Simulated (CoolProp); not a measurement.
Vapour-liquid equilibrium of n-heptane (1) + m-xylene (2) at 430 K; x and y are mole fractions of (1).

Computed with CoolProp (multi-fluid Helmholtz-energy mixture model, Span 2003 and Zhou 2012; pair parameters Bell 2016).

Task: Give the bubble pressure and the first vapour's composition at x = 0.35, 0.8, 0.95. Is there an azeotrope?

Result: x = 0.35: 0.2689 MPa, y = 0.582; x = 0.8: 0.3824 MPa, y = 0.894; x = 0.95: 0.4197 MPa, y = 0.974. No azeotrope shows between x = 0.05 and 0.95.

Pair parameters are fitted to limited data, so mixtures are less certain than the pure fluids.
